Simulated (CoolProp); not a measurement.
Ethanol at several states: density (kg/m³) from the reference equation and from simpler models built on Tc = 241.6 °C, pc = 6.268 MPa, ω = 0.644; each cubic takes its own stable root.

The numbers come from the reference Helmholtz-energy equation of state, Schroeder 2014 in CoolProp.

| T (°C) | p (MPa) | phase | reference | van der Waals | Redlich-Kwong | Soave-Redlich-Kwong | Peng-Robinson |
|---|---|---|---|---|---|---|---|
| 237.95 | 0.0724 | gas | 0.7877 | 0.7876 | 0.7881 | 0.7881 | 0.7884 |
| 94.55 | 0.197 | liquid | [?] | [?] | [?] | 605.8 | 684.3 |
| 241.55 | 0.748 | gas | 8.358 | 8.358 | 8.403 | 8.403 | [?] |

### Question
Complete the blanks.

### Answer

- 94.55, reference: 719.9
- 94.55, van der Waals: 3.032
- 94.55, Redlich-Kwong: 3.054
- 241.55, Peng-Robinson: 8.443

At some of these states van der Waals, Redlich-Kwong gives the other phase, because its saturation line lies elsewhere.
